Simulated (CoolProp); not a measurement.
Values from CoolProp's reference Helmholtz-energy equation of state, Marx 1992.

Question: For R113, give the phase and the Z, speed of sound (m/s), Joule-Thomson coefficient (K/MPa), isothermal compressibility (1/MPa) at 195.65 °C and 1670 kPa.

Answer: 
- 195.65 °C and 1670 kPa: gas; Z 0.773, speed of sound 117, Joule-Thomson coefficient 14.3, isothermal compressibility 0.823
